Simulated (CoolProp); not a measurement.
Vapour-liquid equilibrium of R113 (1) + ethanol (2) at 148.85 °C; x and y are mole fractions of (1).

Computed with CoolProp (multi-fluid Helmholtz-energy mixture model, Marx 1992 and Schroeder 2014; pair parameters Bell 2016).

| x | bubble pressure (MPa) | y at the bubble point | dew pressure at overall composition x (MPa) | liquid density (mol/L) |
|---|---|---|---|---|
| 0.05 | 1.135 | 0.175 | 1.001 | 13.36 |
| 0.125 | 1.320 | 0.316 | 1.078 | 12.31 |
| 0.2 | 1.432 | 0.393 | 1.165 | 11.37 |
| 0.275 | 1.500 | 0.443 | 1.262 | 10.54 |
| 0.35 | 1.542 | 0.478 | 1.369 | 9.804 |
| 0.425 | 1.568 | 0.508 | 1.477 | 9.156 |
| 0.5 | 1.582 | 0.537 | 1.562 | 8.591 |
| 0.575 | 1.586 | 0.569 | 1.585 | 8.102 |
| 0.65 | 1.577 | 0.605 | 1.552 | 7.684 |
| 0.725 | 1.552 | 0.650 | 1.486 | 7.330 |
| 0.8 | 1.503 | 0.708 | 1.408 | 7.031 |
| 0.875 | 1.424 | 0.785 | 1.326 | 6.780 |
| 0.95 | 1.304 | 0.896 | 1.246 | 6.568 |

y crosses x between x = 0.5 and 0.575: the model has an azeotrope there.

Pair parameters are fitted to limited data, so mixtures are less certain than the pure fluids.
